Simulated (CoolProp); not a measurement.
Vapour-liquid equilibrium of diethyl ether (1) + ethanol (2) at 321.6 K; x and y are mole fractions of (1).

Values from CoolProp's multi-fluid Helmholtz-energy mixture model, Thol 2014 and Schroeder 2014; pair parameters Bell 2016.

```csv
x,bubble pressure (kPa),y at the bubble point,dew pressure at overall composition x (kPa),liquid density (mol/L)
0.05,43.65,0.400,28.63,16.02
0.2,81.97,0.719,33.59,14.47
0.35,106.4,0.809,40.60,13.14
0.5,122.3,0.853,51.25,11.99
0.65,134.3,0.887,69.15,11.00
0.8,145.7,0.924,103.7,10.13
0.95,158.1,0.977,152.3,9.394
```

No azeotrope shows between x = 0.05 and 0.95.

Pair parameters are fitted to limited data, so mixtures are less certain than the pure fluids. With so large a gap from Raoult's law the liquid may split in two, which this calculation doesn't test in full.
